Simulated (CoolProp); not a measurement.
Methanol along the isotherm 620 K: fugacity coefficient from the reference equation and from simpler models built on Tc = 513.4 K, pc = 82.16 bar, ω = 0.565; each cubic takes its own stable root.

Model: reference Helmholtz-energy equation of state, de Reuck 1993, in CoolProp.

```json
[
 {"p (bar)": "2.57", "phase": "gas", "reference": "0.9949"},
 {"p (bar)": "5.13", "phase": "gas", "reference": "0.9898"},
 {"p (bar)": "7.7", "phase": "gas", "reference": "0.9846"},
 {"p (bar)": "10.3", "phase": "gas", "reference": "0.9795"},
 {"p (bar)": "12.8", "phase": "gas", "reference": "0.9745"},
 {"p (bar)": "15.4", "phase": "gas", "reference": "0.9693"},
 {"p (bar)": "18", "phase": "gas", "reference": "0.9641"},
 {"p (bar)": "20.5", "phase": "gas", "reference": "0.9591"},
 {"p (bar)": "23.1", "phase": "gas", "reference": "0.9539"},
 {"p (bar)": "25.7", "phase": "gas", "reference": "0.9488"},
 {"p (bar)": "28.2", "phase": "gas", "reference": "0.9438"},
 {"p (bar)": "30.8", "phase": "gas", "reference": "0.9387"},
 {"p (bar)": "33.4", "phase": "gas", "reference": "0.9335"},
 {"p (bar)": "35.9", "phase": "gas", "reference": "0.9286"},
 {"p (bar)": "38.5", "phase": "gas", "reference": "0.9235"},
 {"p (bar)": "41.1", "phase": "gas", "reference": "0.9184"}
]
```

### Question
How far does each simpler model (Soave-Redlich-Kwong, Peng-Robinson) lie from the reference over these 16 states: mean and median of the absolute difference, and the worst?

### Answer
- Soave-Redlich-Kwong: mean 0.5 %, median 0.5 %, worst +1.0 % at 620 K and 41.1 bar
- Peng-Robinson: mean 0.3 %, median 0.4 %, worst -0.5 % at 620 K and 41.1 bar
